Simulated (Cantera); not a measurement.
# Sublimation and decomposition of ceramics: SiC + Si + H₂

A closed system holds: 1 mol SiC, 0.0083 mol Si, 0.36 mol H₂, at 1950 K and 0.920 bar.

Cantera equilibrium calculation (NASA polynomials, part measured and part estimated; ideal gas, pure solids and liquids). Candidate condensed phases: C, C₆H₆, C₇H₈, C₈H₁₈, Si, SiC; 87 gas species. Mutual solubility and eutectic melting of coexisting phases are not modelled. Gases not in the tables: Si₂H₆ and higher silanes. Equilibrium is a limit: real reactors are often held back by kinetics, nucleation or transport.

```json
{
  "x(H₂)": "0.999",
  "x(H)": "0.00119",
  "x(SiH₂)": "7.92e-5",
  "x(Si)": "2.59e-5",
  "x(CH₄)": "2.02e-5",
  "x(SiH)": "1.90e-5",
  "x(C₂H₂ (acetylene))": "1.12e-6",
  "n(Si(l))": "0.00826 mol",
  "n(SiC(s))": "1.000 mol",
  "gas_amount": "0.3602 mol",
  "log10 activity of C(graphite) (absent)": "-1.34"
}
```
